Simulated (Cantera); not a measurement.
An adiabatic, constant-pressure homogeneous reactor starts with H₂ : O₂ : N₂ : H₂O = 1 : 0.455 : 1.71 : 0.099 (molar parts), equivalence ratio 1.1, at 1175 K and 4.93 atm.

Computed with Cantera and GRI-Mech 3.0 (53 species, 325 reactions). The hydrogen kinetics of GRI-Mech 3.0 are dated; newer H2 mechanisms differ, most at raised pressure.

### Question
Predict: time of steepest temperature rise; temperature at 0.100 s; equilibrium temperature; x(H₂) at 0.100 s; x(O₂) at 0.100 s; x(H₂O) at 0.100 s; x(HO₂) at 0.100 s; x(OH) at 0.100 s.

### Answer
```json
{
  "time_of_steepest_temperature_rise": "56.6 µs",
  "temperature at 0.100 s": "2832 K",
  "equilibrium_temperature": "2832 K",
  "x(H₂) at 0.100 s": "0.0514 (gas-phase equilibrium 0.0514)",
  "x(O₂) at 0.100 s": "0.00472 (gas-phase equilibrium 0.00472)",
  "x(H₂O) at 0.100 s": "0.318 (gas-phase equilibrium 0.318)",
  "x(HO₂) at 0.100 s": "4.74e-6 (gas-phase equilibrium 4.74e-6)",
  "x(OH) at 0.100 s": "0.0167 (gas-phase equilibrium 0.0167)"
}
```
